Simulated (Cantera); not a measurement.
A perfectly stirred reactor is fed with H2 : O2 : N2 = 1.2 : 1 : 0.55 (molar parts), equivalence ratio 0.60, at 100.0 Torr; it is held at 1125 K, and followed from long to short residence time.

Computed with Cantera and the H2/O2 subset of GRI-Mech 3.0, which has no nitrogen chemistry. The temperature is held fixed by assumption; the heat of reaction is taken as removed at once.

What does this change do: H2 1.2 to 6.5 parts?


```
quantity                  before     after
----------------------  --------  --------
x(H2) at τ = 0.650 s    0.000977     0.635
x(O2) at τ = 0.650 s       0.186  0.000232
x(H2O2) at τ = 0.650 s   2.50e-6  9.47e-10
x(O) at τ = 0.650 s     0.000102   5.96e-7
x(OH) at τ = 0.650 s    0.000423   1.14e-5
x(H2) at τ = 20.0 ms     0.00844     0.619
x(O2) at τ = 20.0 ms       0.188   0.00138
x(H2O2) at τ = 20.0 ms   6.11e-6   2.23e-9
x(O) at τ = 20.0 ms      0.00109   1.96e-5
x(OH) at τ = 20.0 ms     0.00151   6.88e-5
```

What does this change do: temperature 1125 to 998 K?


```
quantity                  before     after
----------------------  --------  --------
x(H2) at τ = 0.650 s    0.000977   0.00528
x(O2) at τ = 0.650 s       0.186     0.188
x(H2O2) at τ = 0.650 s   2.50e-6   1.18e-5
x(O) at τ = 0.650 s     0.000102   5.05e-5
x(OH) at τ = 0.650 s    0.000423   8.02e-5
x(H2) at τ = 20.0 ms     0.00844    0.0246
x(O2) at τ = 20.0 ms       0.188     0.196
x(H2O2) at τ = 20.0 ms   6.11e-6   6.05e-6
x(O) at τ = 20.0 ms      0.00109  0.000537
x(OH) at τ = 20.0 ms     0.00151  0.000526
```
Radical loss at walls, strong at low pressure, is not modelled.
